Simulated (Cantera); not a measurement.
What does this Cantera script print?

```python
import numpy as np
import cantera as ct

gas = ct.Solution("gri30.yaml")
gas.TPX = 1075, 500000, {'CH4': 1, 'H2': 1.1, 'O2': 2.63, 'N2': 9.88}
reactor = ct.IdealGasConstPressureReactor(gas, energy="on", clone=False)
net = ct.ReactorNet([reactor])
net.rtol, net.atol = 1e-08, 1e-16
show = ['CH4', 'H2', 'O2', 'N2O', 'C2H']
times = np.geomspace(2e-06, 1, 14)

steps = ct.SolutionArray(gas, extra=["t"])
rows = []
print(f"{'t/s':>10s}{'T/K':>9s}{'P/Pa':>11s}" + "".join(f"{s:>11s}" for s in show))
for t in times:
    while net.time < t:
        t_next = net.step()
        steps.append(gas.state, t=t_next)
    rows.append([np.interp(t, steps.t, y) for y in (steps.T, steps.P, *steps(*show).X.T)])
    print(f"{t:10.3e}{rows[-1][0]:9.1f}{rows[-1][1]:11.4g}" + "".join(f"{x:11.3e}" for x in rows[-1][2:]))
rate = np.gradient(steps.T, steps.t)
print("integrator steps:", len(steps.t))
if steps.T.max() > steps.T[0] + 200:
    print(f"time of steepest temperature rise: {steps.t[rate.argmax()]:.4e} s")
gas.TPX = 1075, 500000, {'CH4': 1, 'H2': 1.1, 'O2': 2.63, 'N2': 9.88}
gas.equilibrate("HP")
print(f"equilibrium (HP): T = {gas.T:.1f} K  " + "  ".join(f"{s} {gas[s].X[0]:.3e}" for s in show))
```

It prints:

```
       t/s      T/K       P/Pa        CH4         H2         O2        N2O        C2H
 2.000e-06   1075.0      5e+05  6.845e-02  7.529e-02  1.800e-01  1.096e-16  2.735e-41
 5.488e-06   1075.0      5e+05  6.845e-02  7.529e-02  1.800e-01  4.660e-16  4.919e-39
 1.506e-05   1075.0      5e+05  6.845e-02  7.529e-02  1.800e-01  2.097e-15  6.982e-37
 4.132e-05   1075.0      5e+05  6.845e-02  7.529e-02  1.800e-01  1.142e-14  8.366e-35
 1.134e-04   1075.0      5e+05  6.845e-02  7.529e-02  1.800e-01  7.447e-14  8.153e-33
 3.111e-04   1075.0      5e+05  6.845e-02  7.529e-02  1.800e-01  6.273e-13  1.713e-30
 8.537e-04   1075.1      5e+05  6.844e-02  7.527e-02  1.800e-01  1.319e-11  1.671e-25
 2.343e-03   2687.3      5e+05  3.276e-15  1.015e-02  1.485e-02  7.848e-07  2.720e-20
 6.428e-03   2678.2      5e+05  3.680e-15  1.041e-02  1.311e-02  8.350e-07  2.790e-20
 1.764e-02   2678.1      5e+05  3.686e-15  1.041e-02  1.308e-02  8.362e-07  2.791e-20
 4.840e-02   2678.1      5e+05  3.686e-15  1.041e-02  1.308e-02  8.362e-07  2.791e-20
 1.328e-01   2678.1      5e+05  3.686e-15  1.041e-02  1.308e-02  8.362e-07  2.791e-20
 3.644e-01   2678.1      5e+05  3.686e-15  1.041e-02  1.308e-02  8.362e-07  2.791e-20
 1.000e+00   2678.1      5e+05  3.686e-15  1.041e-02  1.308e-02  8.362e-07  2.791e-20
integrator steps: 2206
time of steepest temperature rise: 1.8396e-03 s
equilibrium (HP): T = 2678.1 K  CH4 4.679e-15  H2 1.041e-02  O2 1.308e-02  N2O 8.362e-07  C2H 3.023e-20
```

Computed with Cantera and GRI-Mech 3.0 (53 species, 325 reactions).
